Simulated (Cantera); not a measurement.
Charge: 1 mol BCl3, 1.2 mol O2, 43 mol H2, at 1775 °C and 950 Pa.

Method: chemical equilibrium by Gibbs-energy minimisation in Cantera with the NASA 1993 tables (ideal gas, pure condensed phases). Candidate condensed phases: B, B2O3, B3O3H3, H2O; 33 gas species. The tables' values for BOCl are old estimates; treat these amounts as uncertain. Equilibrium is a limit: real reactors are often held back by kinetics, nucleation or transport.

Base state: H2 0.876, HCl 0.0644, H 0.0215, H2O 0.0164, HBO2 0.0131, HBO 0.00455, BO 0.00155, Cl 0.00117 (mole fractions); condensed: gas only.

Q: What changes in the equilibrium state with this change: BCl3 replaced by B2H6?

A: 
```json
[
 {"species": "H2", "before": "0.876", "after": "0.938"},
 {"species": "HBO", "before": "0.00455", "after": "0.0226"},
 {"species": "H", "before": "0.0215", "after": "0.0222"},
 {"species": "HCl", "before": "0.0644", "after": "0"},
 {"species": "H2O", "before": "0.0164", "after": "0.00135"},
 {"species": "HBO2", "before": "0.0131", "after": "0.00496"},
 {"species": "Cl", "before": "0.00117", "after": "0"},
 {"species": "BOCl", "before": "0.000303", "after": "0"},
 {"species": "B2O2", "before": "6.00e-5", "after": "0.00138"},
 {"species": "OH", "before": "4.39e-5", "after": "3.48e-6"},
 {"species": "BO", "before": "0.00155", "after": "0.00744"}
]
```
The feed counts by its element totals alone.
